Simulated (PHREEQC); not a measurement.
A PHREEQC input (ion-association model, wateq4f.dat):

```
SOLUTION 1
  temp 25
  units mg/L
  pH 7.55
  pe 9.4
  Na 314
  K 11.7
  Ca 230
  Mg 44.5
  Cl 492 charge
  Li 0.1 charge
  S(6) 496 as SO4
  Alkalinity 302 as HCO3
  Ni 3.43
  Br 0.274
  Si 2.53 as SiO2
END
USE solution 1
EQUILIBRIUM_PHASES 1
  Gypsum 0 0
  Quartz 0 0.5
  CO2(g) -3.4 10
END
```

It stops with these messages:

```
ERROR: Charge balance specified for more than one species.
ERROR: Program terminating due to input errors.
```

The fault: two constituents marked charge. The line should read `Cl 492` where the input has `Cl 492 charge / Li 0.1 charge`. With the mend the run ends at pH 8.71 and ionic strength 0.0356 mol/kgw.
